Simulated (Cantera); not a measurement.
Feed: 1 mol CS2, 0.0086 mol SO2, 2.3 mol O2, equilibrated at 800 °C and 1.00 bar.

These are equilibrium values from Cantera (NASA tables, ideal gas, pure condensed phases), not measurements of a reactor. Gases not in the tables: S3 to S7. Rates play no part.

| species | before | after |
|---|---|---|
| SO2 | 0.490 | 0.495 |
| CO2 | 0.374 | 0.366 |
| S2 | 0.124 | 0.128 |
| CO | 0.00153 | 0.00887 |
| S2O | 0.00828 | 0.00143 |
| SO | 7.42e-5 | 0.000445 |
| COS | 0.00111 | 0.000185 |
Gas species are given as mole fractions.

Q: What was changed between the two runs?
A. pressure from 1.00 bar to 0.000810 bar
B. O2 from 2.3 to 0.035 mol
C. temperature from 800 °C to 2077 °C
D. temperature from 800 °C to 2750 °C

A: A, pressure from 1.00 bar to 0.000810 bar
